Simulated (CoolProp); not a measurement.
Vapour pressure (MPa) of n-heptane: the reference equation beside estimates from Tc = 541.2 K, pc = 2.774 MPa, ω = 0.349. Clausius-Clapeyron is anchored at 368.1 K with a constant enthalpy of vaporisation of 32.00 kJ/mol.

The numbers come from the reference Helmholtz-energy equation of state, Span 2003 in CoolProp. It is a short technical equation, of lower accuracy than the large ones.

```
T (K)  reference  Lee-Kesler  Clausius-Clapeyron  van der Waals  Redlich-Kwong  Soave-Redlich-Kwong  Peng-Robinson
-----  ---------  ----------  ------------------  -------------  -------------  -------------------  -------------
316.5    0.01427     0.01370             0.01664         0.2074        0.04314              0.01386        0.01436
333.7    0.02863     0.02780             0.03114         0.2815        0.07518              0.02798        0.02859
350.9    0.05296     0.05194             0.05481         0.3716         0.1226              0.05206        0.05264
368.1    0.09150     0.09049             0.09150         0.4793         0.1893              0.09048        0.09074
385.3     0.1493      0.1486              0.1459         0.6056         0.2792               0.1485         0.1480
402.5     0.2321      0.2320              0.2236         0.7519         0.3962               0.2320         0.2302
419.7     0.3462      0.3470              0.3309         0.9192         0.5443               0.3478         0.3439
436.9     0.4986      0.5003              0.4748          1.108         0.7271               0.5031         0.4966
454.1     0.6970      0.6992              0.6628          1.321         0.9482               0.7057         0.6961
471.3     0.9496      0.9521              0.9030          1.556          1.211               0.9638         0.9512
488.5      1.266       1.268               1.204          1.817          1.519                1.286          1.271
505.7      1.658       1.659               1.574          2.102          1.875                1.682          1.667
```

Absolute difference from the reference over all 12 rows, mean and median: Lee-Kesler 1.0 and 0.3 %, Clausius-Clapeyron 5.3 and 4.8 %, van der Waals 358.6 and 194.7 %, Redlich-Kwong 80.1 and 64.0 %, Soave-Redlich-Kwong 1.3 and 1.3 %, Peng-Robinson 0.5 and 0.6 %.
